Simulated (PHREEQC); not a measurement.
A solution holds 0.22 mol/kgw K2CO3, 0.0019 mol/kgw K2SO4 and 0.00053 mol/kgw H3BO3, at 62 °C. Closed to the air; pH follows from the charge balance.

All values are PHREEQC results (ion-association model, phreeqc.dat), not measurements.

- pH: 10.82
- ionic strength: 0.651 mol/kgw
- activity of water: 0.988
- specific conductance: 72700 µS/cm
- density: 1.008 g/cm³
- total alkalinity: 440 meq/kg

```
species  molality  activity   log γ
-------  --------  --------  ------
K+          0.443     0.268  -0.218
CO3-2       0.208    0.0396  -0.720
HCO3-      0.0124   0.00822  -0.180
OH-        0.0119   0.00705  -0.227
SO4-2     0.00103  0.000171  -0.779
KSO4-    0.000869  0.000574  -0.180
H2BO3-   0.000525  0.000382  -0.138
H3BO3     4.72e-6   5.49e-6   0.065
CO2       2.11e-7   2.46e-7   0.065
```

No solid was allowed to form. Species that the database lacks are ignored. At this temperature some constants are extrapolated from 25 °C, and those without enthalpy data are left unchanged.
